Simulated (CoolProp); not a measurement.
Isohexane at several states: density (kg/m³) from the reference equation and from simpler models built on Tc = 497.7 K, pc = 3043 kPa, ω = 0.280; each cubic takes its own stable root.

The numbers come from the reference Helmholtz-energy equation of state, Lemmon 2006 in CoolProp. It is a short technical equation, of lower accuracy than the large ones.

```
T (K)  p (kPa)   phase  reference  van der Waals  Redlich-Kwong
-----  -------  ------  ---------  -------------  -------------
166.7     84.3  liquid      763.7          450.4          671.3
271.2     99.9  liquid      672.9          3.980          599.1
358.5     81.2     gas      2.419          2.389          2.403
```

At some of these states van der Waals gives the other phase, because its saturation line lies elsewhere.
